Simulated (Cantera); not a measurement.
Charge: 1 mol Al2O3, 9.1 mol O2, equilibrated at 2200 K and 3.60 bar.

Method: chemical equilibrium by Gibbs-energy minimisation in Cantera with the NASA 1993 tables (ideal gas, pure condensed phases). Candidate condensed phases: Al, Al2O3; 9 gas species. Kinetics and transport are ignored.

Base state: O2 0.999, O 0.00142 (mole fractions); condensed: Al2O3(s).

Q: What changes in the equilibrium state with this change: 0.017 mol N2 added?

A: 
```
species         before    after
-------------  -------  -------
O2               0.999    0.996
O              0.00142  0.00142
N2                   0  0.00130
NO                   0  0.00112
Al2O3(s), mol     1.00     1.00
```
Further candidate phases: AlN.

Q: What changes in the equilibrium state with this change: temperature from 2200 K to 2475 K?

A: 
| species | before | after |
|---|---|---|
| O2 | 0.999 | 0.993 |
| O | 0.00142 | 0.00672 |
| Al2O3(s), mol | 1.00 | 0 |
| Al2O3(l), mol | 0 | 1.00 |
